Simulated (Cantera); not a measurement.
A Cantera script and its output.

```python
import numpy as np
import cantera as ct

surf = ct.Interface("diamond.yaml", "diamond_100")
gas, bulk = surf.adjacent["gas"], surf.adjacent["diamond"]
k = surf.kinetics_species_index(bulk.species_names[0])
cover = ["c6HH", "c6H*", "c6*H", "c6**", "c6HM", "c6B"]

rows, drift = [], 0.0
print(f"{'xCH3':>10s}{'um/h':>11s}" + "".join(f"{s:>11s}" for s in cover))
for v in [1e-06, 2.2e-06, 4.8e-06, 1e-05, 2.3e-05, 5e-05, 0.00011, 0.00024, 0.00052]:
    T, P, xH, xCH3 = 1023, 3900, 0.0084, v
    gas.TPX = T, P, {"H": xH, "CH3": xCH3, "CH4": 0.0029, "H2": 1 - xH - xCH3 - 0.0029}
    surf.TP = bulk.TP = T, P
    surf.coverages = "c6H*:0.1, c6HH:0.9"
    surf.advance_coverages(100.0)
    before = surf.coverages
    surf.advance_coverages(100.0)
    drift = max(drift, np.max(np.abs(surf.coverages - before) / (surf.coverages + 1e-9)))
    rate = surf.net_production_rates[k] * bulk.mean_molecular_weight / bulk.density * 3.6e9
    rows.append([rate, *surf[cover].coverages])
    print(f"{v:10.4g}{rate:11.4e}" + "".join(f"{x:11.3e}" for x in rows[-1][1:]))
```

It prints:

```
      xCH3       um/h       c6HH       c6H*       c6*H       c6**       c6HM        c6B
     1e-06 2.1839e-02  5.763e-01  2.046e-02  3.917e-01  1.142e-02  5.630e-05  5.926e-11
   2.2e-06 4.8041e-02  5.762e-01  2.045e-02  3.917e-01  1.142e-02  1.239e-04  1.304e-10
   4.8e-06 1.0479e-01  5.761e-01  2.045e-02  3.916e-01  1.142e-02  2.702e-04  2.844e-10
     1e-05 2.1821e-01  5.759e-01  2.044e-02  3.915e-01  1.141e-02  5.626e-04  5.921e-10
   2.3e-05 5.0130e-01  5.753e-01  2.042e-02  3.910e-01  1.139e-02  1.292e-03  1.360e-09
     5e-05 1.0871e+00  5.741e-01  2.037e-02  3.902e-01  1.136e-02  2.803e-03  2.950e-09
   0.00011 2.3786e+00  5.715e-01  2.028e-02  3.883e-01  1.129e-02  6.132e-03  6.455e-09
   0.00024 5.1294e+00  5.659e-01  2.007e-02  3.843e-01  1.113e-02  1.323e-02  1.392e-08
   0.00052 1.0842e+01  5.543e-01  1.963e-02  3.760e-01  1.080e-02  2.796e-02  2.942e-08
```

Model: the Harris–Goodwin 1993 mechanism for the reconstructed diamond (100) surface, integrated in Cantera.
